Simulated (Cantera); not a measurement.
Input: 1 mol Al(CH3)3, 0.81 mol N2, held at 2073.15 K and 24000 Pa.

Cantera equilibrium calculation (NASA polynomials, part measured and part estimated; ideal gas, pure solids and liquids). Candidate condensed phases: Al, AlN, C, C6H6, C7H8, C8H18; 97 gas species. The feed counts by its element totals alone. Equilibrium is a limit: real reactors are often held back by kinetics, nucleation or transport.

Base state: H2 0.923, N2 0.0630, H 0.00516, HCN 0.00469, Al 0.00265, C2H2 (acetylene) 0.00113, HNC 0.000303, AlH 0.000299 (mole fractions); condensed: AlN(s) + C(graphite).

Problem. What changes in the equilibrium state with this change: temperature from 2073.15 K to 1275 K?

Solution. 
```json
[
 {"species": "H2", "before": "0.923", "after": "0.933"},
 {"species": "N2", "before": "0.0630", "after": "0.0646"},
 {"species": "CH4", "before": "7.19e-5", "after": "0.00194"},
 {"species": "H", "before": "0.00516", "after": "1.45e-6"},
 {"species": "HCN", "before": "0.00469", "after": "4.00e-5"},
 {"species": "Al", "before": "0.00265", "after": "<1e-9"},
 {"species": "AlH", "before": "0.000299", "after": "<1e-9"},
 {"species": "C2H2 (acetylene)", "before": "0.00113", "after": "3.59e-7"},
 {"species": "HNC", "before": "0.000303", "after": "2.86e-7"},
 {"species": "AlN(s), mol", "before": "0.986", "after": "1.00"},
 {"species": "C(graphite), mol", "before": "2.96", "after": "2.99"}
]
```
